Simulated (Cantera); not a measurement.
A perfectly stirred reactor is fed with C2H4 : O2 : N2 : CO2 = 1 : 2.5 : 9.4 : 1.1 (molar parts), at 7.30 bar; it is adiabatic with a 600 K inlet, and is followed from long to short residence time, starting on the burning branch (τ in s: 0.033, 0.016, 0.0078, 0.0038, 0.0018, 0.00089, 0.00043, 0.00021, 0.0001, 4.9e-05, 2.4e-05, 1.2e-05, 5.6e-06).

Detailed kinetics in Cantera: GRI-Mech 3.0 (53 species, 325 reactions). GRI-Mech 3.0 was tuned for natural gas; its chemistry of ethylene as a main component is partial and can be far from experiment.

Question: What does this change do: C2H4 1 to 0.6 parts?

Answer: 
```json
[
 {"quantity": "blow-out, bracketed by the residence times tried", "before": "burning at 12.0 µs, out at 5.60 µs", "after": "burning at 24.0 µs, out at 12.0 µs"},
 {"quantity": "x(C2H4) at τ = 33.0 ms", "before": "1.06e-6", "after": "2.03e-6"},
 {"quantity": "x(O2) at τ = 33.0 ms", "before": "0.000547", "after": "0.0514"},
 {"quantity": "x(CO2) at τ = 33.0 ms", "before": "0.151", "after": "0.168"},
 {"quantity": "x(H2) at τ = 33.0 ms", "before": "0.00892", "after": "0.000102"},
 {"quantity": "x(N2O) at τ = 33.0 ms", "before": "1.19e-7", "after": "7.53e-7"},
 {"quantity": "x(C2H4) at τ = 0.430 ms", "before": "3.23e-5", "after": "5.10e-5"},
 {"quantity": "x(O2) at τ = 0.430 ms", "before": "0.00449", "after": "0.0549"},
 {"quantity": "x(CO2) at τ = 0.430 ms", "before": "0.143", "after": "0.159"},
 {"quantity": "x(H2) at τ = 0.430 ms", "before": "0.0103", "after": "0.000714"},
 {"quantity": "x(N2O) at τ = 0.430 ms", "before": "3.02e-7", "after": "2.02e-6"}
]
```
